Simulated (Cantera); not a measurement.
A closed system holds: 1 mol HgO, 2.9 mol O2, 4.3 mol H2, equilibrated at 0.0280 bar.

Method: chemical equilibrium by Gibbs-energy minimisation in Cantera with the NASA 1993 tables (ideal gas, pure condensed phases). Candidate condensed phases: H2O, Hg, HgO; 10 gas species. Equilibrium is a limit: real reactors are often held back by kinetics, nucleation or transport.

**Question.** At 425 °C, list the 3 most abundant gas species with their mole fractions, and the condensed phases.

**Answer.** H2O 0.656, O2 0.191, Hg 0.153. Condensed: gas only.
